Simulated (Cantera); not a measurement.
**Equilibrium for chlorosilane synthesis and conversion: Si + Cl2 + H2**

A closed system holds: 1 mol Si, 1.3 mol Cl2, 3.6 mol H2, equilibrated at 975 K.

These are equilibrium values from Cantera (NASA tables, ideal gas, pure condensed phases), not measurements of a reactor. Candidate condensed phases: Si; 19 gas species. The tables' values for SiCl3 are old estimates; treat these amounts as uncertain. Equilibrium is a limit: real reactors are often held back by kinetics, nucleation or transport.

From 0.100 bar to 30.0 bar the condensed part is Si(s). The main Si-bearing gas is SiCl4 at 0.100 bar and SiHCl3 at 30.0 bar. The share of Si in condensed phases is highest at 0.100 bar (32.6 %) and lowest at 30.0 bar (22.1 %).

| P (Pa) | x H2 | x SiCl4 | x SiHCl3 | x HCl | x SiH2Cl2 | x SiCl3 | x SiCl2 | n Si(s) |
|---|---|---|---|---|---|---|---|---|
| 10000 | 0.824 | 0.122 | 0.0347 | 0.0165 | 0.00104 | 0.00151 | 0.000533 | 0.326 |
| 20000 | 0.824 | 0.118 | 0.0405 | 0.0138 | 0.00145 | 0.00125 | 0.000372 | 0.317 |
| 42000 | 0.824 | 0.114 | 0.0474 | 0.0113 | 0.00206 | 0.00101 | 0.000252 | 0.306 |
| 85000 | 0.823 | 0.109 | 0.0547 | 0.00940 | 0.00287 | 0.000818 | 0.000173 | 0.295 |
| 170000 | 0.821 | 0.104 | 0.0625 | 0.00780 | 0.00394 | 0.000662 | 0.000120 | 0.283 |
| 350000 | 0.819 | 0.0975 | 0.0713 | 0.00640 | 0.00546 | 0.000527 | 8.07e-5 | 0.270 |
| 720000 | 0.815 | 0.0905 | 0.0806 | 0.00523 | 0.00752 | 0.000416 | 5.42e-5 | 0.255 |
| 1500000 | 0.812 | 0.0827 | 0.0903 | 0.00425 | 0.0103 | 0.000324 | 3.59e-5 | 0.238 |
| 3000000 | 0.807 | 0.0750 | 0.0995 | 0.00348 | 0.0138 | 0.000253 | 2.42e-5 | 0.221 |
x: gas mole fraction; n: condensed amount in mol.
